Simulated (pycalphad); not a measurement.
Mg-Zn solution, phase liquid, at 850 K; mixing quantities and activities refer to the pure elements in the same phase at that temperature, stable or not. Over part of the range this solution is metastable.

Computed with pycalphad from the COST 507 light-alloy database (1999), at 1 atm. The database dates from 1999; later assessments differ in places, in temperatures and in the compounds included.

```tsv
x(Zn)	ΔH mix (kJ/mol)	ΔG mix (kJ/mol)	excess S (J/mol/K)	a(Mg)	a(Zn)	stable as one phase?
0.02	-0.47	-0.94	-0.26	0.979	0.00362	no: hcp + liquid
0.05	-1.13	-2.00	-0.63	0.947	0.00983	no: hcp + liquid
0.1	-2.16	-3.45	-1.19	0.888	0.0223	yes
0.2	-3.88	-5.64	-2.09	0.758	0.0561	yes
0.3	-5.18	-7.18	-2.72	0.619	0.103	yes
0.4	-6.05	-8.19	-3.08	0.478	0.167	yes
0.5	-6.47	-8.66	-3.18	0.340	0.253	yes
0.6	-6.40	-8.59	-3.03	0.216	0.367	no: LAVES_C14 + liquid
0.7	-5.80	-7.88	-2.62	0.116	0.512	no: LAVES_C14 + liquid
0.8	-4.58	-6.44	-1.98	0.0482	0.683	yes
0.9	-2.69	-4.04	-1.10	0.0126	0.861	yes
0.95	-1.45	-2.36	-0.58	0.00420	0.939	yes
0.98	-0.61	-1.10	-0.24	0.00128	0.978	yes
```
